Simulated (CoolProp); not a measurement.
1,2-dichloroethane at several states: density (kg/m³) from the reference equation and from simpler models built on Tc = 561.6 K, pc = 5226 kPa, ω = 0.269; each cubic takes its own stable root.

Model: reference Helmholtz-energy equation of state, Thol 2015, in CoolProp.

```csv
T (K),p (kPa),phase,reference
428.9,7730,liquid,1050
261.8,341,liquid,1297
370.3,2380,liquid,1139
242.8,618,liquid,1323
```

How far does each simpler model (van der Waals, Redlich-Kwong, Soave-Redlich-Kwong, Peng-Robinson) lie from the reference over these 4 states: mean and median of the absolute difference, and the worst?


- van der Waals: mean 41.9 %, median 42.5 %, worst -43.1 % at 242.8 K and 618 kPa
- Redlich-Kwong: mean 15.4 %, median 15.4 %, worst -15.6 % at 370.3 K and 2380 kPa
- Soave-Redlich-Kwong: mean 13.0 %, median 13.0 %, worst -13.9 % at 242.8 K and 618 kPa
- Peng-Robinson: mean 2.0 %, median 2.0 %, worst -3.3 % at 242.8 K and 618 kPa
